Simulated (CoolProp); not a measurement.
Toluene at 293.15 K and 1.35 MPa flows at 0.35 m/s in a round tube of 25 mm bore and 0.25 µm roughness, fully developed (64/Re and Nu = 3.66 if laminar; Colebrook and Gnielinski if turbulent). Each further row changes one setting.

Computed with CoolProp (reference Helmholtz-energy equation of state, Lemmon 2006). It is a short technical equation, of lower accuracy than the large ones.

```json
[
 {"case": "as stated", "Reynolds number": "12800", "Darcy friction factor": "0.0290", "pressure drop (Pa/m)": "61.6", "heat-transfer coefficient (W/(m² K))": "537", "mass flow (kg/h)": "537"},
 {"case": "velocity 0.7 m/s", "Reynolds number": "25600", "Darcy friction factor": "0.0244", "pressure drop (Pa/m)": "208", "heat-transfer coefficient (W/(m² K))": "999", "mass flow (kg/h)": "1070"},
 {"case": "diameter 50 mm", "Reynolds number": "25600", "Darcy friction factor": "0.0244", "pressure drop (Pa/m)": "25.9", "heat-transfer coefficient (W/(m² K))": "500", "mass flow (kg/h)": "2150"}
]
```

Viscosity comes from a separate model (Avgeri 2015). Thermal conductivity comes from a separate model (Assael 2012).
